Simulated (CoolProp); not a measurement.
Vapour-liquid equilibrium of 1-butene (1) + n-perfluorobutane (2) at 51.25 °C; x and y are mole fractions of (1).

Computed with CoolProp (multi-fluid Helmholtz-energy mixture model, Lemmon 2005 and Gao 2022; pair parameters Bell 2016).

Question: Give the bubble pressure and the first vapour's composition at x = 0.05, 0.65, 0.8. Is there an azeotrope?

Answer: x = 0.05: 0.6350 MPa, y = 0.122; x = 0.65: 0.9642 MPa, y = 0.596; x = 0.8: 0.9499 MPa, y = 0.617. y crosses x between x = 0.5 and 0.65: the model has an azeotrope there.

Pair parameters are fitted to limited data, so mixtures are less certain than the pure fluids. With so large a gap from Raoult's law the liquid may split in two, which this calculation doesn't test in full.
